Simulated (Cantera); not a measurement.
Feed: 1 mol Al, 0.37 mol I₂, 5 mol H₂, at 24.0 Pa.

Method: chemical equilibrium by Gibbs-energy minimisation in Cantera with the NASA 1993 tables (ideal gas, pure condensed phases). Candidate condensed phases: Al, AlI₃, I₂; 11 gas species. Equilibrium is a limit: real reactors are often held back by kinetics, nucleation or transport.

x: gas mole fraction; n: condensed amount in mol.

```json
[
 {"T (K)": "550", "x H₂": "0.953", "x AlI": "6.30e-6", "x AlI₃": "0.0469", "x Al₂I₆": "6.47e-5", "x HI": "7.38e-8", "x I": "1.47e-11", "n Al(s)": "0.753", "n Al(l)": "0"},
 {"T (K)": "625", "x H₂": "0.953", "x AlI": "?", "x AlI₃": "0.0469", "x Al₂I₆": "?", "x HI": "?", "x I": "?", "n Al(s)": "0.753", "n Al(l)": "0"},
 {"T (K)": "700", "x H₂": "0.951", "x AlI": "0.00277", "x AlI₃": "0.0460", "x Al₂I₆": "6.51e-7", "x HI": "4.94e-6", "x I": "4.64e-8", "n Al(s)": "0.744", "n Al(l)": "0"},
 {"T (K)": "775", "x H₂": "0.939", "x AlI": "?", "x AlI₃": "?", "x Al₂I₆": "?", "x HI": "?", "x I": "?", "n Al(s)": "?", "n Al(l)": "0"},
 {"T (K)": "850", "x H₂": "0.895", "x AlI": "0.0913", "x AlI₃": "0.0137", "x Al₂I₆": "3.25e-9", "x HI": "4.86e-5", "x I": "5.82e-6", "n Al(s)": "0.413", "n Al(l)": "0"},
 {"T (K)": "925", "x H₂": "0.872", "x AlI": "0.128", "x AlI₃": "0.000466", "x Al₂I₆": "1.30e-12", "x HI": "4.35e-5", "x I": "1.37e-5", "n Al(s)": "0.266", "n Al(l)": "0"},
 {"T (K)": "1000", "x H₂": "0.871", "x AlI": "0.129", "x AlI₃": "1.42e-5", "x Al₂I₆": "<1e-12", "x HI": "3.37e-5", "x I": "2.40e-5", "n Al(s)": "0", "n Al(l)": "0.260"}
]
```

Problem. Some entries are withheld; supply them.

Solution. 
- 775, x AlI: 0.0224
- 775, x AlI₃: 0.0389
- 775, x Al₂I₆: 9.51e-8
- 775, x HI: 2.06e-5
- 775, x I: 7.73e-7
- 775, n Al(s): 0.674
- 625, x AlI: 0.000193
- 625, x Al₂I₆: 4.97e-6
- 625, x HI: 7.82e-7
- 625, x I: 1.34e-9
